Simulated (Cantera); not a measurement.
Feed: 1 mol Fe, a varied amount of HCl, 1.4 mol H₂, at 1273 K and 5180 Torr.

Cantera equilibrium calculation (NASA polynomials, part measured and part estimated; ideal gas, pure solids and liquids). Candidate condensed phases: Fe, FeCl₂, FeCl₃; 11 gas species. Equilibrium is a limit: real reactors are often held back by kinetics, nucleation or transport.

log p: log10 of the partial pressure in bar; n: condensed amount in mol.

| n(HCl) (mol) | log p H₂ | log p HCl | log p FeCl₂ | log p Fe₂Cl₄ | log p FeCl₃ | n Fe(γ) |
|---|---|---|---|---|---|---|
| 0.029 | 0.83 | -0.86 | -2.89 | ___ | -7.16 | 1.000 |
| 0.043 | 0.83 | -0.70 | -2.56 | ___ | -6.66 | 0.999 |
| 0.064 | 0.82 | -0.54 | -2.23 | ___ | -6.17 | 0.999 |
| 0.096 | 0.81 | -0.38 | -1.91 | ___ | -5.68 | 0.997 |
| 0.14 | 0.80 | -0.24 | -1.61 | ___ | -5.24 | 0.994 |
| 0.22 | 0.78 | -0.08 | -1.28 | ___ | -4.74 | 0.987 |
| 0.33 | 0.76 | 0.04 | -1.00 | ___ | -4.33 | 0.974 |
| 0.49 | 0.72 | 0.15 | -0.76 | ___ | -3.97 | 0.948 |
| 0.73 | 0.69 | 0.24 | -0.55 | ___ | -3.65 | 0.900 |
| 1.1 | 0.65 | 0.30 | -0.38 | ___ | -3.39 | 0.812 |

Question: What belongs in the gaps?

Answer: 
- 0.029, log p Fe₂Cl₄: -6.32
- 0.043, log p Fe₂Cl₄: -5.66
- 0.064, log p Fe₂Cl₄: -5.00
- 0.096, log p Fe₂Cl₄: -4.35
- 0.14, log p Fe₂Cl₄: -3.76
- 0.22, log p Fe₂Cl₄: -3.09
- 0.33, log p Fe₂Cl₄: -2.54
- 0.49, log p Fe₂Cl₄: -2.06
- 0.73, log p Fe₂Cl₄: -1.64
- 1.1, log p Fe₂Cl₄: -1.29
